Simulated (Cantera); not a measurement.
Mixture: CH₃OH : O₂ : N₂ : H₂O = 1 : 1.7 : 6.41 : 0.2 (molar parts), equivalence ratio 0.88, at 101000 Pa, adiabatic and at constant volume. Ignition delay is the time to a rise of 400 K.

Model: GRI-Mech 3.0 (53 species, 325 reactions), integrated in Cantera. GRI-Mech 3.0 was tuned for natural gas; its chemistry of methanol as a main component is partial and can be far from experiment.

**Question.** What does this change do: pressure from 101000 Pa to 120000 Pa?

**Answer.** 
| quantity | before | after |
|---|---|---|
| delay at 1275 K | 2.79 ms | 2.40 ms |
| delay at 1350 K | 1.01 ms | 0.869 ms |
| delay at 1425 K | 0.418 ms | 0.359 ms |
| delay at 1500 K | 0.194 ms | 0.166 ms |
| delay at 1575 K | 98.5 µs | 84.3 µs |
| delay at 1650 K | 54.2 µs | 46.3 µs |
| apparent activation energy between 1500 and 1650 K | 170 kJ/mol | 180 kJ/mol |

**Question.** What does this change do: N2 6.41 to 17 parts?

**Answer.** 
```
quantity                                                before       after
--------------------------------------------------  ----------  ----------
delay at 1275 K                                        2.79 ms     3.90 ms
delay at 1350 K                                        1.01 ms     1.47 ms
delay at 1425 K                                       0.418 ms    0.635 ms
delay at 1500 K                                       0.194 ms    0.313 ms
delay at 1575 K                                        98.5 µs    0.173 ms
delay at 1650 K                                        54.2 µs    0.107 ms
apparent activation energy between 1500 and 1650 K  170 kJ/mol  150 kJ/mol
```

**Question.** What does this change do: H2O 0.2 to 0.37 parts?

**Answer.** 
```csv
quantity,before,after
delay at 1275 K,2.79 ms,2.66 ms
delay at 1350 K,1.01 ms,0.964 ms
delay at 1425 K,0.418 ms,0.398 ms
delay at 1500 K,0.194 ms,0.184 ms
delay at 1575 K,98.5 µs,93.1 µs
delay at 1650 K,54.2 µs,51.0 µs
apparent activation energy between 1500 and 1650 K,170 kJ/mol,180 kJ/mol
```
